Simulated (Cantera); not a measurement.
An isothermal, constant-pressure homogeneous reactor starts with NO : N2 = 1 : 0.37 (molar parts), at 1950 K and 0.520 bar.

Computed with Cantera and GRI-Mech 3.0 (53 species, 325 reactions).

x: mole fraction; the columns are a selection and need not sum to one.

```csv
t (s),x NO,x N2,x NO2,x N2O,x O,x O2
0.000400,0.730,0.270,…,7.44e-5,3.03e-5,6.94e-6
0.00189,0.729,0.270,…,0.000197,6.93e-5,0.000224
0.00894,0.725,0.272,…,0.000234,7.93e-5,0.00195
0.0423,0.709,0.280,…,0.000221,9.80e-5,0.0102
0.200,0.635,0.317,…,0.000172,0.000155,0.0471
0.946,0.389,0.440,…,6.10e-5,0.000267,0.170
4.47,0.0770,0.596,…,2.52e-6,0.000361,0.326
21.1,0.00978,0.630,…,2.98e-7,0.000378,0.360
100,0.00783,0.631,…,2.85e-7,0.000378,0.361
```

Question: Complete the blanks.

Answer: 
- 0.000400, x NO2: 6.51e-5
- 0.00189, x NO2: 0.000199
- 0.00894, x NO2: 0.000230
- 0.0423, x NO2: 0.000288
- 0.200, x NO2: 0.000433
- 0.946, x NO2: 0.000476
- 4.47, x NO2: 0.000130
- 21.1, x NO2: 1.73e-5
- 100, x NO2: 1.39e-5
